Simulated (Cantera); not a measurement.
What does this Cantera script print?

```python
import numpy as np
import cantera as ct

gas_names = """
    Fe FeO O O2 O3 S SO SO2 SO3 S2 S2O S8
""".split()
cond_names = """
    Fe(a) Fe(c) Fe(d) Fe(L) FeO(s) FeO(L) FeS(a) FeS(b) FeS(c) FeS(L) FeSO4(s) FeS2(s) Fe2O3(s)
    Fe2S3O12(s) Fe3O4(s) S(cr1) S(cr2) S(L)
""".split()


# ... load() reads the species with a 1 bar reference pressure and builds the phases ...
atoms = {
    'FeS2': {'Fe': 1, 'S': 2},
    'SO3': {'S': 1, 'O': 3},
    'O2': {'O': 2},
}
top_T = {'FeSO4(s)': 950, 'FeS2(s)': 1010, 'Fe2O3(s)': 1830, 'Fe2S3O12(s)': 1100, 'Fe3O4(s)': 1870}  # K; cautious upper limits of use, not melting points


# ... equilibrate(T, P, feed) seeds the gas with the atoms and calls Mixture.equilibrate('TP', solver="vcs", rtol=1e-11, max_steps=5000) ...
results = []
feed = {'FeS2': 1, 'SO3': 0.051, 'O2': 2.6}  # mol
P = 101325  # Pa
for T in [750, 850, 950, 1050, 1150, 1250, 1350, 1450, 1550, 1650]:
    mix = equilibrate(T, P, feed)
    results.append((T, P, feed, dict(zip(mix.species_names, mix.species_moles))))

top = {s: max(r[3][s] / sum(r[3][g] for g in gas_names) for r in results) for s in gas_names}
cols = sorted((s for s in top if top[s] > 1e-05), key=lambda s: -top[s])[:9]
seen = [c for c in cond_names if any(r[3].get(c, 0) > 1e-12 for r in results)]
print("log10 of partial pressures in bar; condensed amounts in mol")
print(f"{'T/K':>10s}" + "".join(f"{s[:9]:>10s}" for s in cols + seen))
for T, P, feed, n in results:
    ng = sum(n[g] for g in gas_names)
    print(f"{T:10.4g}" + "".join(f"{np.log10(max(n[s] / ng * P / 1e5, 1e-99)):10.3f}" for s in cols)
          + "".join(f"{n.get(c, 0):10.4g}" for c in seen))
```

It prints:

```
log10 of partial pressures in bar; condensed amounts in mol
       T/K       SO2        S2        SO       S2O       SO3    FeO(L)   FeS2(s)  Fe3O4(s)
       750     0.005    -3.382    -7.142    -3.700    -7.867         0   0.01459    0.3285
       850     0.003    -2.322    -5.881    -2.939    -7.459         0  0.007006     0.331
       950     0.001    -2.047    -5.027    -2.759    -6.995         0         0    0.3333
      1050     0.001    -2.045    -4.389    -2.777    -6.559         0         0    0.3333
      1150     0.001    -2.044    -3.863    -2.793    -6.198         0         0    0.3333
      1250     0.001    -2.045    -3.422    -2.808    -5.893         0         0    0.3333
      1350     0.001    -2.050    -3.047    -2.823    -5.631         0         0    0.3333
      1450     0.001    -2.060    -2.726    -2.841    -5.402         0         0    0.3333
      1550    -0.000    -2.078    -2.449    -2.864    -5.201         0         0    0.3333
      1650     0.003    -2.829    -2.388    -3.434    -4.834    0.1796         0    0.2735
```

Method: chemical equilibrium by Gibbs-energy minimisation in Cantera with the NASA 1993 tables (ideal gas, pure condensed phases). Mutual solubility and eutectic melting of coexisting phases are not modelled. The tables' stoichiometric FeO is somewhat more stable than real wüstite, so its field is too wide. FeO: taken at fixed stoichiometry. Gases not in the tables: S3 to S7.
